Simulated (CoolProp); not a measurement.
Vapour pressure (MPa) of n-perfluoropentane: the reference equation beside estimates from Tc = 147.9 °C, pc = 2.063 MPa, ω = 0.436.

Computed with CoolProp (reference Helmholtz-energy equation of state, Gao 2022).

```
T (°C)  reference  Lee-Kesler  van der Waals  Redlich-Kwong
------  ---------  ----------  -------------  -------------
35.55      0.1267      0.1271         0.5218         0.2637
40.35      0.1493      0.1499         0.5628         0.2977
45.05      0.1744      0.1751         0.6049         0.3339
49.85      0.2032      0.2041         0.6498         0.3739
54.55      0.2349      0.2360         0.6959         0.4162
59.35      0.2709      0.2723         0.7450         0.4627
64.15      0.3111      0.3127         0.7963         0.5127
68.85      0.3546      0.3564         0.8486         0.5652
73.65      0.4037      0.4058         0.9042         0.6224
78.35      0.4565      0.4589         0.9608         0.6822
83.15      0.5158      0.5184          1.021         0.7472
87.85      0.5792      0.5821          1.082         0.8148
92.65      0.6499      0.6531          1.146         0.8879
```

Absolute difference from the reference over all 13 rows, mean and median: Lee-Kesler 0.5 and 0.5 %, van der Waals 170.6 and 156.0 %, Redlich-Kwong 67.8 and 64.8 %.
